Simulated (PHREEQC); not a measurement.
PHREEQC input (ion-association model, phreeqc.dat):

```
SOLUTION_MASTER_SPECIES
  Amm  AmmH+  0  AmmH  17.031  # ammonia with no redox link, constants of NH4+
SOLUTION_SPECIES
  AmmH+ = AmmH+
    -log_k 0
    -gamma 2.5 0
    -dw 1.98e-9
  AmmH+ = Amm + H+
    -log_k -9.252
    -delta_h 12.48 kcal
    -analytic 0.6322 -0.001225 -2835.76
    -dw 2.28e-9
  AmmH+ + SO4-2 = AmmHSO4-
    -log_k 1.11
  CO3-2 + 10 H+ + 8 e- = CH4 + 3 H2O  # shut off: no methane
    -log_k -100
    -delta_h 0
    -analytic -100
  SO4-2 + 9 H+ + 8 e- = HS- + 4 H2O  # shut off: sulfate is not reduced
    -log_k -100
    -delta_h 0
    -analytic -100
PHASES
  Amm(g)
    Amm = Amm
    -log_k 1.7966
    -analytic -18.758 3.3670e-4 2.5113e3 4.8619 39.192
    -T_c 405.6
    -P_c 111.3
    -Omega 0.25
EXCHANGE_SPECIES
  AmmH+ + X- = AmmHX
    -log_k 0.6
    -gamma 2.5 0
    -delta_h -2.4
SOLUTION 1
  temp 25
  units mol/kgw
  pH 7 charge
  Cl 0.24
  S(6) 0.001522
  Mn(2) 0.0013
  Fe(3) 0.000148
SOLUTION 2
  temp 25
  units mol/kgw
  pH 7 charge
  C(4) 0.025
  K 0.025
  Amm 0.024
END
SELECTED_OUTPUT 1
  -reset false
  -pH true
  -pe true
  -ionic_strength true
  -water true
  -totals Amm C Cl Fe K Mn S C(-4) C(4) Fe(2)
    Fe(3) Mn(2) Mn(3) S(-2) S(6)
  -molalities H+ K+ Fe+2 Mn+2 Cl- CO3-2 SO4-2 OH- O2 HCO3-
    CO2 (CO2)2 HSO4- S-2 HS- H2S KSO4- FeOH+ Fe(OH)3- FeCl+
    FeCO3 FeHCO3+ FeSO4 FeHSO4+ Fe(HS)2 Fe(HS)3- Fe+3 FeOH+2 Fe(OH)2+ Fe(OH)3
    Fe(OH)4- Fe(OH)2 Fe2(OH)2+4 Fe3(OH)4+5 FeCl+2 FeCl2+ FeCl3 FeSO4+ FeHSO4+2 Fe(SO4)2-
    MnOH+ Mn(OH)3- MnCl+ MnCl2 MnCl3- MnCO3 MnHCO3+ MnSO4 Mn+3 AmmH+
    Amm AmmHSO4-
  -equilibrium_phases Rhodochrosite Fe(OH)3(a) Pyrochroite Sylvite Jarosite-K
PRINT
  -reset false
MIX 1
  1 1
  2 0
EQUILIBRIUM_PHASES 1
  Rhodochrosite 0 0
  Fe(OH)3(a) 0 0
  Pyrochroite 0 0
  Sylvite 0 0
  Jarosite-K 0 0
END
# ... the last block is repeated for the other 10 points of share of solution B
```

Selected output (columns that matter, 11 of 11 rows; share of solution B added in front):

```
share of solution B	pH	mu	Amm	C	Cl	Fe	K	Mn	S	m_H+	m_K+	m_Mn+2	Rhodochrosite	Fe(OH)3(a)
0	0.72447	0.24264	0	0	0.24	0.000148	0	0.0013	0.001522	0.23868	0	0.00099263	0	0
0.1	0.77803	0.21844	0.0023999	0.0024999	0.21599	0.00013319	0.0024999	0.0011699	0.0013697	0.20992	0.002499	0.00090892	0	0
0.2	0.83954	0.19423	0.0047996	0.0049995	0.19198	0.00011839	0.0049995	0.0010399	0.0012175	0.18116	0.0049977	0.00082263	0	0
0.3	0.91177	0.17002	0.007199	0.007499	0.16798	0.00010359	0.007499	0.00090988	0.0010653	0.15241	0.0074962	0.00073358	0	0
0.4	0.99927	0.1458	0.0095983	0.0099982	0.14397	8.8784e-05	0.0099982	0.00077986	0.00091304	0.12365	0.0099944	0.00064152	0	0
0.5	1.1103	0.12157	0.011997	0.012497	0.11997	7.3983e-05	0.012497	0.00064985	0.00076083	0.094906	0.012492	0.00054617	0	0
0.6	1.2622	0.097346	0.014396	0.014996	0.095974	5.9184e-05	0.014996	0.00051986	0.00060864	0.066162	0.01499	0.00044716	0	0
0.7	1.5034	0.073116	0.016795	0.017494	0.071977	4.4386e-05	0.017494	0.00038988	0.00045646	0.037428	0.017486	0.00034397	0	0
0.8	2.1273	0.048914	0.019193	0.019993	0.047983	2.9589e-05	0.019993	0.00025991	0.00030429	0.0087267	0.019981	0.00023577	0	0
0.9	7.1277	0.044094	0.021599	0.022372	0.023999	3.6391e-08	0.022499	3.3653e-06	0.00015219	8.6773e-08	0.02249	1.4434e-06	0.00012663	1.4764e-05
1	9.705	0.039301	0.024	0.025	0	0	0.025	0	0	2.2845e-10	0.025	0	0	0
```

Carbamate, which ammonia and carbonate form, is missing from the database.
